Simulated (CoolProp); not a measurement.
A simple Rankine cycle with methanol: condensing at 296.15 K, boiler at 1.36 MPa, turbine inlet 427.2 K, turbine efficiency 0.9, pump efficiency 0.8, no recuperator. Each further row changes one setting.

Values from CoolProp's reference Helmholtz-energy equation of state, de Reuck 1993.

```json
[
 {"case": "as stated", "thermal efficiency (%)": "23.5", "net work (kJ/kg)": "301", "heat in (kJ/kg)": "1280", "turbine exit temperature (K)": "296.2", "volume ratio over the turbine": "…"},
 {"case": "turbine inlet 447.2 K", "thermal efficiency (%)": "…", "net work (kJ/kg)": "322", "heat in (kJ/kg)": "1350", "turbine exit temperature (K)": "296.2", "volume ratio over the turbine": "57.5"},
 {"case": "condensing temperature 288.15 K", "thermal efficiency (%)": "25.0", "net work (kJ/kg)": "…", "heat in (kJ/kg)": "1300", "turbine exit temperature (K)": "288.1", "volume ratio over the turbine": "90.9"},
 {"case": "boiler pressure 0.952 MPa", "thermal efficiency (%)": "22.1", "net work (kJ/kg)": "294", "heat in (kJ/kg)": "1330", "turbine exit temperature (K)": "296.2", "volume ratio over the turbine": "41.6"},
 {"case": "turbine efficiency 0.8", "thermal efficiency (%)": "20.9", "net work (kJ/kg)": "…", "heat in (kJ/kg)": "1280", "turbine exit temperature (K)": "296.2", "volume ratio over the turbine": "…"}
]
```

Question: Fill in the missing entries.

Answer: 
- as stated, volume ratio over the turbine: 61.0
- turbine inlet 447.2 K, thermal efficiency (%): 23.8
- condensing temperature 288.15 K, net work (kJ/kg): 324
- turbine efficiency 0.8, net work (kJ/kg): 267
- turbine efficiency 0.8, volume ratio over the turbine: 63.1

The expansion ends wet for: as stated; turbine inlet 447.2 K; condensing temperature 288.15 K; boiler pressure 0.952 MPa; turbine efficiency 0.8.
